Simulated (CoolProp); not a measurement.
R142b along the isobar 17.5 MPa: Z from the reference equation and from simpler models built on Tc = 410.3 K, pc = 4.055 MPa, ω = 0.232; each cubic takes its own stable root.

Model: reference Helmholtz-energy equation of state, Lemmon 2006, in CoolProp. It is a short technical equation, of lower accuracy than the large ones.

```csv
T (K),phase,reference,van der Waals,Redlich-Kwong,Soave-Redlich-Kwong
400.7,liquid,0.5663,0.8065,0.6276,0.6249
406,liquid,…,0.8024,0.6280,0.6267
411.3,supercritical,0.5682,0.7984,0.6286,0.6289
416.7,supercritical,0.5697,0.7947,0.6296,0.6317
422,supercritical,0.5715,0.7912,0.6308,0.6348
427.3,supercritical,0.5737,0.7880,0.6324,0.6383
432.7,supercritical,0.5763,0.7850,0.6342,0.6423
438,supercritical,0.5793,0.7823,…,0.6467
443.3,supercritical,0.5826,0.7798,0.6387,0.6516
448.7,supercritical,0.5865,…,0.6415,0.6570
454,supercritical,0.5907,0.7755,0.6444,0.6627
459.3,supercritical,0.5953,0.7737,0.6477,0.6688
464.7,supercritical,0.6004,0.7721,0.6512,0.6755
470,supercritical,0.6058,0.7707,0.6550,0.6824
```

**Question.** What belongs in the gaps?

**Answer.** 
- 406, reference: 0.5671
- 438, Redlich-Kwong: 0.6363
- 448.7, van der Waals: 0.7775
